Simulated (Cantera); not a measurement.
## Equilibrium for abatement and gas-phase synthesis: CO2 + O2 + H2

Feed: 1 mol CO2, a varied amount of O2, 0.92 mol H2, held at 850 °C and 750 Torr.

These are equilibrium values from Cantera (NASA tables, ideal gas, pure condensed phases), not measurements of a reactor. Candidate condensed phases: C, C6H6, C7H8, C8H18, H2O; 110 gas species. Kinetics and transport are ignored.

```tsv
n(O2) (mol)	x CO2	x H2O	x O2	x CO	x H2	x CH4
0.077	0.308	0.293	<1e-12	0.213	0.186	9.03e-6
0.13	0.337	0.319	<1e-12	0.184	0.160	4.55e-6
0.22	0.386	0.364	<1e-12	0.134	0.116	1.11e-6
0.36	0.465	0.431	<1e-12	0.0563	0.0478	2.77e-8
0.6	0.485	0.447	0.0680	4.68e-9	3.94e-9	<1e-12
1	0.407	0.374	0.220	2.18e-9	1.84e-9	<1e-12
1.7	0.316	0.291	0.392	1.27e-9	1.07e-9	<1e-12
```
x: gas mole fraction; nothing condenses.

From 0.077 mol O2 to 1.7 mol O2 nothing is condensed. The main C-bearing gas is CO2 throughout.
